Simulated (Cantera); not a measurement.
A diamond (100) surface in a fixed gas of H2 with x(CH4) = 0.012, x(H) = 0.0012, x(CH3) = 1.3e-05, 28.5 Torr; coverages are run to steady state.

Computed with Cantera and the Harris–Goodwin 1993 mechanism for the reconstructed diamond (100) surface.

θ: site fractions in the mechanism's names (c6HH fully hydrogenated, c6H* and c6*H radical sites, c6** diradical, c6HM methylated).

```json
[
 {"T (K)": "950", "growth (µm/h)": "0.190", "θ c6HH": "0.639", "θ c6H*": "0.0140", "θ c6*H": "0.331", "θ c6**": "0.00638", "θ c6HM": "0.00677"},
 {"T (K)": "1025", "growth (µm/h)": "___", "θ c6HH": "___", "θ c6H*": "___", "θ c6*H": "___", "θ c6**": "___", "θ c6HM": "___"},
 {"T (K)": "1100", "growth (µm/h)": "0.131", "θ c6HH": "0.519", "θ c6H*": "0.0275", "θ c6*H": "0.435", "θ c6**": "0.0161", "θ c6HM": "0.00124"},
 {"T (K)": "1175", "growth (µm/h)": "0.0673", "θ c6HH": "0.473", "θ c6H*": "0.0349", "θ c6*H": "0.470", "θ c6**": "0.0220", "θ c6HM": "0.000275"},
 {"T (K)": "1250", "growth (µm/h)": "___", "θ c6HH": "0.436", "θ c6H*": "___", "θ c6*H": "0.493", "θ c6**": "___", "θ c6HM": "___"},
 {"T (K)": "1325", "growth (µm/h)": "0.0460", "θ c6HH": "0.411", "θ c6H*": "0.0494", "θ c6*H": "0.507", "θ c6**": "0.0326", "θ c6HM": "1.19e-5"},
 {"T (K)": "1400", "growth (µm/h)": "0.0285", "θ c6HH": "0.395", "θ c6H*": "0.0560", "θ c6*H": "0.513", "θ c6**": "0.0362", "θ c6HM": "2.59e-6"}
]
```

Q: What belongs in the gaps?

A: 
- 1025, growth (µm/h): 0.206
- 1025, θ c6HH: 0.575
- 1025, θ c6H*: 0.0203
- 1025, θ c6*H: 0.388
- 1025, θ c6**: 0.0107
- 1025, θ c6HM: 0.00373
- 1250, growth (µm/h): 0.0505
- 1250, θ c6H*: 0.0423
- 1250, θ c6**: 0.0277
- 1250, θ c6HM: 5.65e-5
